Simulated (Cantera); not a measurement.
A closed system holds: 1 mol C2F6, 1.1 mol F2, 0.41 mol H2, at 22.0 Pa.

These are equilibrium values from Cantera (NASA tables, ideal gas, pure condensed phases), not measurements of a reactor. Candidate condensed phases: C, C6H6, C7H8, C8H18; 95 gas species. The feed counts by its element totals alone. Gases not in the tables: C2F6 and larger saturated fluorocarbons. Equilibrium is a limit: real reactors are often held back by kinetics, nucleation or transport.

x: gas mole fraction; n: condensed amount in mol.

```tsv
T (K)	x F	x CF4	x HF	x CF2	x C	x H	x C3	x CF	x C2	n C(graphite)
1750	0.0364	0.616	0.291	0.0549	2.92e-10	2.53e-7	1.08e-10	4.08e-5	8.86e-12	0.102
1950	___	___	___	___	___	___	___	___	___	___
2150	0.672	0.00652	0.121	0.192	2.79e-6	1.06e-5	3.89e-6	0.00620	3.37e-7	0.607
2350	0.826	3.54e-5	0.105	0.0520	8.43e-5	0.000124	0.000188	0.0165	1.68e-5	1.46
2550	0.848	___	0.0992	___	___	___	___	___	___	1.49
2750	0.789	2.01e-9	0.0838	0.00274	0.0149	0.00853	0.0500	0.0448	0.00557	0
2950	0.786	1.87e-11	0.0545	0.000375	0.0504	0.0325	0.0369	0.0290	0.0105	0
3150	0.764	<1e-12	0.0207	4.94e-5	0.116	0.0593	0.0139	0.0153	0.0113	0
3350	0.748	<1e-12	0.00613	5.67e-6	0.163	0.0698	0.00183	0.00592	0.00555	0
```

Q: What belongs in the gaps?

A: 
- 1950, x F: 0.297
- 1950, x CF4: 0.270
- 1950, x HF: 0.204
- 1950, x CF2: 0.222
- 1950, x C: 3.45e-8
- 1950, x H: 1.37e-6
- 1950, x C3: 1.52e-8
- 1950, x CF: 0.000805
- 1950, x C2: 1.69e-9
- 1950, n C(graphite): 0
- 2550, x CF4: 2.40e-7
- 2550, x CF2: 0.0128
- 2550, x C: 0.00148
- 2550, x H: 0.00123
- 2550, x C3: 0.00484
- 2550, x CF: 0.0322
- 2550, x C2: 0.000450
